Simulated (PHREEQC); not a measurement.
Consider water at 75 °C with 0.075 mol HCl, 9e-05 mol Na2SO4 and 0.00048 mol KBr per kg of water. Closed to the air; pH follows from the charge balance.

Equilibrium calculation in PHREEQC: ion-association model, phreeqc.dat.

| Quantity | Value |
|---|---|
| pH | 1.21 |
| ionic strength | 0.0756 mol/kgw |
| specific conductance | 63100 µS/cm |
| density | 0.976 g/cm³ |
| total alkalinity | -75.0 meq/kg |

```csv
species,molality,activity,log γ
Cl-,0.0750,0.0576,-0.115
H+,0.0749,0.0617,-0.085
Br-,0.000480,0.000363,-0.121
K+,0.000480,0.000367,-0.116
Na+,0.000180,0.000141,-0.106
HSO4-,8.20e-5,6.38e-5,-0.109
```

Precipitation was switched off in this run. Complexes and solids missing from the database can't appear. At this temperature some constants are extrapolated from 25 °C, and those without enthalpy data are left unchanged.
